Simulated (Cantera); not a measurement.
Input: 1 mol HgO, 0.25 mol O2, a varied amount of H2, at 1450 K and 560 Pa.

Equilibrium computed with Cantera from the NASA thermochemical tables; the gas is ideal and each condensed phase is pure. Candidate condensed phases: H2O, Hg, HgO; 10 gas species. Rates play no part.

log p: log10 of the partial pressure in bar; nothing condenses.

```json
[
 {"n(H2) (mol)": "0.42", "log p H2": "-7.54", "log p H2O": "-2.92", "log p Hg": "-2.54", "log p O2": "-2.81", "log p OH": "-5.80", "log p H": "-8.79"},
 {"n(H2) (mol)": "0.68", "log p H2": "-7.28", "log p H2O": "-2.74", "log p Hg": "-2.57", "log p O2": "-2.96", "log p OH": "-5.74", "log p H": "-8.67"},
 {"n(H2) (mol)": "1.1", "log p H2": "-6.94", "log p H2O": "-2.57", "log p Hg": "-2.61", "log p O2": "-3.31", "log p OH": "-5.75", "log p H": "-8.49"},
 {"n(H2) (mol)": "1.8", "log p H2": "-3.22", "log p H2O": "-2.52", "log p Hg": "-2.70", "log p O2": "-10.65", "log p OH": "-7.56", "log p H": "-6.64"},
 {"n(H2) (mol)": "2.8", "log p H2": "-2.72", "log p H2O": "-2.66", "log p Hg": "-2.83", "log p O2": "-11.92", "log p OH": "-7.94", "log p H": "-6.38"},
 {"n(H2) (mol)": "4.5", "log p H2": "-2.52", "log p H2O": "-2.82", "log p Hg": "-2.99", "log p O2": "-12.65", "log p OH": "-8.20", "log p H": "-6.28"},
 {"n(H2) (mol)": "7.3", "log p H2": "-2.41", "log p H2O": "-2.99", "log p Hg": "-3.17", "log p O2": "-13.22", "log p OH": "-8.44", "log p H": "-6.23"},
 {"n(H2) (mol)": "12", "log p H2": "-2.34", "log p H2O": "-3.19", "log p Hg": "-3.37", "log p O2": "-13.74", "log p OH": "-8.66", "log p H": "-6.20"},
 {"n(H2) (mol)": "19", "log p H2": "-2.31", "log p H2O": "-3.38", "log p Hg": "-3.55", "log p O2": "-14.18", "log p OH": "-8.87", "log p H": "-6.18"},
 {"n(H2) (mol)": "30", "log p H2": "-2.29", "log p H2O": "___", "log p Hg": "___", "log p O2": "<-14", "log p OH": "___", "log p H": "-6.17"},
 {"n(H2) (mol)": "48", "log p H2": "-2.27", "log p H2O": "___", "log p Hg": "___", "log p O2": "<-14", "log p OH": "___", "log p H": "-6.16"},
 {"n(H2) (mol)": "77", "log p H2": "-2.27", "log p H2O": "-3.97", "log p Hg": "-4.14", "log p O2": "<-14", "log p OH": "-9.48", "log p H": "-6.16"}
]
```

### Question
Complete the blanks.

### Answer

- 48, log p H2O: -3.77
- 48, log p Hg: -3.94
- 48, log p OH: -9.27
- 30, log p H2O: -3.57
- 30, log p Hg: -3.74
- 30, log p OH: -9.07
